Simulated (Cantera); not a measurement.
Feed: 1 mol Ti(OiPr)4, 0.63 mol H2O, equilibrated at 593 Torr.

Method: chemical equilibrium by Gibbs-energy minimisation in Cantera with the NASA 1993 tables (ideal gas, pure condensed phases). Candidate condensed phases: C, C6H6, C7H8, C8H18, H2O, Ti, TiC, TiO, TiO2, Ti2O3, Ti3O5, Ti4O7; 113 gas species. The feed counts by its element totals alone. TiC: taken at fixed stoichiometry. Equilibrium is a limit: real reactors are often held back by kinetics, nucleation or transport.

### Question
At 1948 K, list the 6 most abundant gas species with their mole fractions, and the condensed phases.

### Answer
H2 0.758, CO 0.240, H 0.00111, C2H2 (acetylene) 0.000408, CH4 0.000222, H2O 2.09e-5. Condensed: C(graphite) + TiC(s).
